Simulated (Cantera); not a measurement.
What does this Cantera script print?

```python
import numpy as np
import cantera as ct

gas_names = """
    C CN CO CO2 C2 CCN CNC C2N2 C2O C3 C3O2 C4 C4N2 C5 N NCO NO NO2 NO3 N2 N2O O O2 O3 Si SiC SiC2 SiN
    SiO SiO2 Si2 Si2C Si2N Si3
""".split()
cond_names = """
    C(gr) Si(cr) Si(L) SiC(b) SiO2(Lqz) SiO2(hqz) SiO2(L) Si2N2O(s) Si3N4(a)
""".split()


# ... load() reads the species with a 1 bar reference pressure and builds the phases ...
atoms = {
    'SiO2': {'Si': 1, 'O': 2},
    'C': {'C': 1},
    'N2': {'N': 2},
}
top_T = {'C(gr)': 4500, 'SiC(b)': 3050, 'Si2N2O(s)': 2100, 'Si3N4(a)': 2400}  # K; cautious upper limits of use, not melting points


# ... equilibrate(T, P, feed) seeds the gas with the atoms and calls Mixture.equilibrate('TP', solver="vcs", rtol=1e-11, max_steps=5000) ...
results = []
T = 1823.15  # K
P = 13332.2  # Pa
for m in [0.027, 0.046, 0.078, 0.13, 0.23, 0.39, 0.67, 1.1, 2, 3.4]:
    feed = {'SiO2': 1, 'C': 0.35, 'N2': m}  # mol
    mix = equilibrate(T, P, feed)
    results.append((T, P, feed, dict(zip(mix.species_names, mix.species_moles))))

top = {s: max(r[3][s] / sum(r[3][g] for g in gas_names) for r in results) for s in gas_names}
cols = sorted((s for s in top if top[s] > 1e-06), key=lambda s: -top[s])[:8]
seen = [c for c in cond_names if any(r[3].get(c, 0) > 1e-12 for r in results)]
print("log10 of partial pressures in bar; condensed amounts in mol")
print(f"{'n(N2)':>10s}" + "".join(f"{s[:9]:>10s}" for s in cols + seen))
for T, P, feed, n in results:
    ng = sum(n[g] for g in gas_names)
    print(f"{feed['N2']:10.4g}" + "".join(f"{np.log10(max(n[s] / ng * P / 1e5, 1e-99)):10.3f}" for s in cols)
          + "".join(f"{n.get(c, 0):10.4g}" for c in seen))
```

Output:

```
log10 of partial pressures in bar; condensed amounts in mol
     n(N2)        N2        CO       SiO       CO2        Si    SiC(b)   SiO2(L) Si2N2O(s)
     0.027    -2.735    -0.958    -1.670    -5.346    -6.169   0.07655    0.8255   0.02243
     0.046    -2.735    -0.958    -1.670    -5.346    -6.169   0.05659    0.8043    0.0411
     0.078    -2.735    -0.958    -1.670    -5.346    -6.169   0.02298    0.7685   0.07254
      0.13    -2.069    -0.951    -1.892    -5.116    -6.613         0    0.7533    0.1033
      0.23    -1.486    -1.034    -2.087    -5.005    -7.002         0    0.7563    0.1063
      0.39    -1.246    -1.156    -2.167    -5.047    -7.162         0    0.7552    0.1053
      0.67    -1.104    -1.314    -2.214    -5.158    -7.257         0    0.7519     0.102
       1.1    -1.024    -1.482    -2.241    -5.299    -7.310         0    0.7463   0.09636
         2    -0.966    -1.705    -2.260    -5.502    -7.348         0    0.7342   0.08421
       3.4    -0.936    -1.915    -2.270    -5.703    -7.368         0    0.7151   0.06512
```

Equilibrium computed with Cantera from the NASA thermochemical tables; the gas is ideal and each condensed phase is pure. Mutual solubility and eutectic melting of coexisting phases are not modelled. The tables hold silica as quartz up to 1696 K and as liquid above; real silica turns to tridymite and cristobalite and melts near 1996 K.
